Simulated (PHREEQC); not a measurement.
Make-up at 70 °C: 0.21 mol CdSO4, 0.00033 mol H3BO3 and 0.095 mol FeSO4 per kg of water. Closed to the air; pH follows from the charge balance.

The numbers come from PHREEQC with the ion-association model, phreeqc.dat.

Precipitation was switched off in this run.

**Question.** Predict the pH.

**Answer.** pH 5.33.

**Question.** In which forms is Cd present?

**Answer.** CdSO4 42 %, Cd+2 36 %, Cd(SO4)2-2 22 % of the Cd.

Complexes and solids missing from the database can't appear. At this temperature some constants are extrapolated from 25 °C, and those without enthalpy data are left unchanged.
